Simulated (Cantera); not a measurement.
A perfectly stirred reactor is fed with C₃H₈ : O₂ : N₂ = 1 : 6.02 : 22.7 (molar parts), equivalence ratio 0.83, at 2.10 bar; it is adiabatic with a 325 K inlet, and is followed from long to short residence time, starting on the burning branch (τ in s: 0.35, 0.11, 0.035, 0.011, 0.0035, 0.0011, 0.00034, 0.00011, 3.4e-05, 1.1e-05).

Computed with Cantera and GRI-Mech 3.0 (53 species, 325 reactions). GRI-Mech 3.0 was tuned for natural gas; its chemistry of propane as a main component is partial and can be far from experiment.

Problem. What does this change do: O2 6.02 to 8.1 parts?

Solution. 
| quantity | before | after |
|---|---|---|
| blow-out, bracketed by the residence times tried | burning at 0.110 ms, out at 34.0 µs | burning at 0.110 ms, out at 34.0 µs |
| x(C₃H₈) at τ = 0.350 s | 5.36e-8 | 7.23e-8 |
| x(O₂) at τ = 0.350 s | 0.0327 | 0.0937 |
| x(C₂H₂) at τ = 0.350 s | 3.84e-7 | 2.93e-7 |
| x(C₂H) at τ = 0.350 s | 1.22e-9 | 5.79e-10 |
| x(NO) at τ = 0.350 s | 0.00133 | 0.000798 |
| x(C₃H₈) at τ = 1.10 ms | 7.34e-6 | 8.81e-6 |
| x(O₂) at τ = 1.10 ms | 0.0379 | 0.0955 |
| x(C₂H₂) at τ = 1.10 ms | 9.47e-6 | 6.45e-6 |
| x(C₂H) at τ = 1.10 ms | 6.23e-8 | 3.08e-8 |
| x(NO) at τ = 1.10 ms | 7.94e-5 | 3.34e-5 |

Problem. What does this change do: inlet temperature 325 to 700 K?

Solution. 
```
quantity                                                                       before                               after
------------------------------------------------  -----------------------------------  ----------------------------------
blow-out, bracketed by the residence times tried  burning at 0.110 ms, out at 34.0 µs  burning at 34.0 µs, out at 11.0 µs
x(C₃H₈) at τ = 0.350 s                                                        5.36e-8                             1.83e-8
x(O₂) at τ = 0.350 s                                                           0.0327                              0.0320
x(C₂H₂) at τ = 0.350 s                                                        3.84e-7                             8.16e-8
x(C₂H) at τ = 0.350 s                                                         1.22e-9                            8.41e-10
x(NO) at τ = 0.350 s                                                          0.00133                             0.00567
x(C₃H₈) at τ = 1.10 ms                                                        7.34e-6                             3.69e-6
x(O₂) at τ = 1.10 ms                                                           0.0379                              0.0387
x(C₂H₂) at τ = 1.10 ms                                                        9.47e-6                             5.66e-6
x(C₂H) at τ = 1.10 ms                                                         6.23e-8                             8.19e-8
x(NO) at τ = 1.10 ms                                                          7.94e-5                            0.000342
```

Problem. What does this change do: 1.7 parts CO2 added?

Solution. 
| quantity | before | after |
|---|---|---|
| blow-out, bracketed by the residence times tried | burning at 0.110 ms, out at 34.0 µs | burning at 0.110 ms, out at 34.0 µs |
| x(C₃H₈) at τ = 0.350 s | 5.36e-8 | 9.28e-8 |
| x(O₂) at τ = 0.350 s | 0.0327 | 0.0315 |
| x(C₂H₂) at τ = 0.350 s | 3.84e-7 | 7.74e-7 |
| x(C₂H) at τ = 0.350 s | 1.22e-9 | 1.33e-9 |
| x(NO) at τ = 0.350 s | 0.00133 | 0.000348 |
| x(C₃H₈) at τ = 1.10 ms | 7.34e-6 | 1.06e-5 |
| x(O₂) at τ = 1.10 ms | 0.0379 | 0.0374 |
| x(C₂H₂) at τ = 1.10 ms | 9.47e-6 | 1.18e-5 |
| x(C₂H) at τ = 1.10 ms | 6.23e-8 | 4.85e-8 |
| x(NO) at τ = 1.10 ms | 7.94e-5 | 3.66e-5 |
